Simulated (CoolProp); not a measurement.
A single-stage vapour-compression cycle with isobutene: evaporating at 272.15 K (dew point), condensing at 322.15 K (bubble point), superheat 2 K, subcooling 0 K, compressor efficiency 0.65, no pressure losses. Each further row changes one setting.

Model: reference Helmholtz-energy equation of state, Lemmon 2005, in CoolProp. It is a short technical equation, of lower accuracy than the large ones.

```json
[
 {"case": "as stated", "cooling COP": "2.82", "pressure ratio": "4.67", "discharge temperature (K)": "340.5", "refrigerating effect (kJ/kg)": "270", "volumetric capacity (kJ/m³)": "890"},
 {"case": "evaporating temperature 277.15 K", "cooling COP": "3.27", "pressure ratio": "3.89", "discharge temperature (K)": "338.2", "refrigerating effect (kJ/kg)": "276", "volumetric capacity (kJ/m³)": "1080"},
 {"case": "condensing temperature 317.15 K", "cooling COP": "3.23", "pressure ratio": "4.10", "discharge temperature (K)": "334.8", "refrigerating effect (kJ/kg)": "282", "volumetric capacity (kJ/m³)": "931"},
 {"case": "subcooling 5 K", "cooling COP": "2.95", "pressure ratio": "4.67", "discharge temperature (K)": "340.5", "refrigerating effect (kJ/kg)": "282", "volumetric capacity (kJ/m³)": "931"},
 {"case": "superheat 12 K", "cooling COP": "2.86", "pressure ratio": "4.67", "discharge temperature (K)": "351.0", "refrigerating effect (kJ/kg)": "286", "volumetric capacity (kJ/m³)": "903"},
 {"case": "compressor efficiency 0.55", "cooling COP": "2.39", "pressure ratio": "4.67", "discharge temperature (K)": "349.5", "refrigerating effect (kJ/kg)": "270", "volumetric capacity (kJ/m³)": "890"}
]
```
